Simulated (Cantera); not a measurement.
Cantera run:

```python
import numpy as np
import cantera as ct

gas_names = """
    Fe H H2 H2S N NH NH2 NH3 N2 N2H2 N2H4 S SH SN S2 S8
""".split()
cond_names = """
    Fe(a) Fe(c) Fe(d) Fe(L) FeS(a) FeS(b) FeS(c) FeS(L) FeS2(s) S(cr1) S(cr2) S(L)
""".split()


# ... load() reads the species with a 1 bar reference pressure and builds the phases ...
atoms = {
    'FeS': {'Fe': 1, 'S': 1},
    'H2': {'H': 2},
    'N2': {'N': 2},
}
top_T = {'FeS2(s)': 1010}  # K; cautious upper limits of use, not melting points


# ... equilibrate(T, P, feed) seeds the gas with the atoms and calls Mixture.equilibrate('TP', solver="vcs", rtol=1e-11, max_steps=5000) ...
results = []
feed = {'FeS': 1, 'H2': 2.7, 'N2': 2.5}  # mol
P = 550  # Pa
for T in [950, 1025, 1100, 1175, 1250, 1325, 1400, 1475, 1550, 1625, 1700, 1775, 1850, 1925]:
    mix = equilibrate(T, P, feed)
    results.append((T, P, feed, dict(zip(mix.species_names, mix.species_moles))))

top = {s: max(r[3][s] / sum(r[3][g] for g in gas_names) for r in results) for s in gas_names}
cols = sorted((s for s in top if top[s] > 0.0001), key=lambda s: -top[s])[:6]
seen = [c for c in cond_names if any(r[3].get(c, 0) > 1e-12 for r in results)]
print("log10 of partial pressures in bar; condensed amounts in mol")
print(f"{'T/K':>10s}" + "".join(f"{s[:9]:>10s}" for s in cols + seen))
for T, P, feed, n in results:
    ng = sum(n[g] for g in gas_names)
    print(f"{T:10.4g}" + "".join(f"{np.log10(max(n[s] / ng * P / 1e5, 1e-99)):10.3f}" for s in cols)
          + "".join(f"{n.get(c, 0):10.4g}" for c in seen))
```

Result:

```
log10 of partial pressures in bar; condensed amounts in mol
       T/K        H2        N2        S2        Fe        SH       H2S     Fe(a)     Fe(c)     Fe(d)     Fe(L)    FeS(c)    FeS(L)
       950    -2.545    -2.578   -11.036   -14.951   -10.082    -5.683  0.001962         0         0         0     0.998         0
      1025    -2.545    -2.578    -9.786   -13.308    -9.157    -5.419  0.003601         0         0         0    0.9964         0
      1100    -2.545    -2.578    -8.694   -11.899    -8.352    -5.187  0.006159         0         0         0    0.9938         0
      1175    -2.546    -2.578    -7.737   -10.677    -7.648    -4.983  0.009897         0         0         0    0.9901         0
      1250    -2.547    -2.578    -6.894    -9.606    -7.029    -4.803         0   0.01521         0         0    0.9848         0
      1325    -2.548    -2.578    -6.150    -8.659    -6.481    -4.646         0   0.02301         0         0     0.977         0
      1400    -2.549    -2.578    -5.491    -7.815    -5.995    -4.509         0   0.03638         0         0    0.9636         0
      1475    -2.552    -2.579    -4.921    -7.059    -5.571    -4.398         0   0.06318         0         0         0    0.9367
      1550    -2.555    -2.581    -4.500    -6.378    -5.235    -4.346         0    0.1085         0         0         0    0.8911
      1625    -2.560    -2.585    -4.120    -5.761    -4.932    -4.303         0    0.2044         0         0         0     0.794
      1700    -2.571    -2.593    -3.774    -5.201    -4.659    -4.269         0         0    0.4023         0         0    0.5916
      1775    -2.592    -2.611    -3.455    -4.691    -4.414    -4.248         0         0    0.8037         0         0    0.1755
      1850    -2.604    -2.622    -3.380    -4.233    -4.294    -4.330         0         0         0    0.9387         0         0
      1925    -2.614    -2.632    -3.397    -3.819    -4.227    -4.449         0         0         0    0.8375         0         0
```

Cantera equilibrium calculation (NASA polynomials, part measured and part estimated; ideal gas, pure solids and liquids). Metal and sulfide melt together well below either melting point, which pure phases cannot show. Mutual solubility and eutectic melting of coexisting phases are not modelled. FeS: taken at fixed stoichiometry. Gases not in the tables: S3 to S7.
